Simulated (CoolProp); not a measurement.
Hexamethyldisiloxane (MM) at several states: Z from the reference equation and from simpler models built on Tc = 245.6 °C, pc = 1.931 MPa, ω = 0.418; each cubic takes its own stable root.

Model: reference Helmholtz-energy equation of state, Thol 2016, in CoolProp.

| T (°C) | p (MPa) | phase | reference |
|---|---|---|---|
| 6.95 | 4.55 | liquid | 0.4044 |
| 14.65 | 0.76 | liquid | 0.06685 |
| 45.55 | 1.37 | liquid | 0.1134 |
| 20.45 | 0.0125 | liquid | 0.001088 |
| 229.85 | 1.42 | gas | 0.5830 |
| 204.95 | 1.11 | liquid | 0.08812 |

Problem. How far does each simpler model (Redlich-Kwong, Peng-Robinson) lie from the reference over these 6 states: mean and median of the absolute difference, and the worst?

Solution. 
- Redlich-Kwong: mean 15257.6 %, median 12.6 %, worst +90837.5 % at 20.45 °C and 0.0125 MPa
- Peng-Robinson: mean 3.4 %, median 4.1 %, worst -5.0 % at 45.55 °C and 1.37 MPa

At some of these states Redlich-Kwong gives the other phase, because its saturation line lies elsewhere.
